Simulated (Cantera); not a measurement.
Thermodynamics of hydrogen reduction and annealing atmospheres, feed V₂O₅ + H₂ + N₂

Charge: 1 mol V₂O₅, 44 mol H₂, 1.5 mol N₂, equilibrated at 1000 Pa.

Equilibrium computed with Cantera from the NASA thermochemical tables; the gas is ideal and each condensed phase is pure. Candidate condensed phases: H₂O, V, VN, VO, V₂O₃, V₂O₄, V₂O₅; 28 gas species. Condensed phases not in the tables: the oxides between V₂O₃ and V₂O₅ other than VO₂. Rates play no part.

```
T (°C)   x H₂   x H₂O    x N₂       x H  n V₂O₃(s)
------  -----  ------  ------  --------  ---------
527     0.923  0.0440  0.0330  2.78e-11       1.00
627     0.923  0.0440  0.0330   1.12e-9       1.00
727     0.923  0.0440  0.0330   2.18e-8       1.00
827     0.923  0.0440  0.0330   2.48e-7       1.00
927     0.923  0.0440  0.0330   1.90e-6       1.00
1027    0.923  0.0440  0.0330   1.06e-5       1.00
1127    0.923  0.0440  0.0330   4.67e-5       1.00
1227    0.923  0.0440  0.0330  0.000169      1.000
1327    0.923  0.0439  0.0330  0.000522      1.000
1427    0.922  0.0439  0.0329   0.00141      1.000
1527    0.920  0.0438  0.0329   0.00343      0.998
1627    0.916  0.0436  0.0328   0.00759      0.991
1727    0.907  0.0427  0.0326    0.0155      0.958
```
x: gas mole fraction; n: condensed amount in mol.

From 527 °C to 1727 °C the condensed part is V₂O₃(s).
